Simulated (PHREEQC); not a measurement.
## Reverse-osmosis permeate: an equilibrium model

Synthetic water in mmol/kgw, 25 °C, pH 6.27, pe 11.2:

```tsv
constituent	mmol/kgw
Na	0.215
K	0.219
Ca	0.0727
Mg	0.0136
Cl	0.404
S(6)	0.107
Alkalinity (meq/kgw)	0.00808
Zn	0.0021
N(5)	0.00511
O(0) (counted as O atoms)	0.0147
Cu(2)	7.21e-05
Br	0.0128
Ni	0.000144
```

Valence states are taken as typed.

Model: ion-association model, wateq4f.dat, run in PHREEQC.

Each row changes one thing in this solution. Precipitation was switched off in this run.

```tsv
case	CO2 (mol/kgw)	HCO3- (mol/kgw)	CaSO4 (mol/kgw)	MgSO4 (mol/kgw)	KSO4- (mol/kgw)	NaSO4- (mol/kgw)	SI of Tenorite (CuO)	SI of Cu(OH)2 (Cu(OH)2)
as made	1.00e-5	8.59e-6	1.16e-6	2.55e-7	1.42e-7	9.97e-8	-2.32	-3.34
temperature from 25 to 60 °C at the same typed pH	8.50e-6	___	1.51e-6	5.45e-7	2.42e-7	1.20e-7	-1.15	-2.17
Ca from 0.0727 to 0.218 mmol/kgw	9.98e-6	8.58e-6	3.29e-6	2.41e-7	1.37e-7	9.58e-8	-2.33	-3.35
S(6) from 0.107 to 0.0535 mmol/kgw	___	8.59e-6	5.95e-7	1.31e-7	___	5.03e-8	-2.31	-3.33
all concentrations times 4 at the same typed pH	3.71e-5	3.26e-5	1.38e-5	3.02e-6	1.96e-6	1.37e-6	-1.79	-2.81
pH from 6.27 to 5.77 at the same alkalinity	3.63e-5	9.82e-6	1.16e-6	2.55e-7	1.42e-7	9.97e-8	-3.29	-4.31
```

Fill in the missing entries.


- temperature from 25 to 60 °C at the same typed pH, HCO3- (mol/kgw): 8.40e-6
- S(6) from 0.107 to 0.0535 mmol/kgw, CO2 (mol/kgw): 1.01e-5
- S(6) from 0.107 to 0.0535 mmol/kgw, KSO4- (mol/kgw): 7.18e-8

Complexes and solids missing from the database can't appear. Constants without temperature data keep their 25 °C values here.
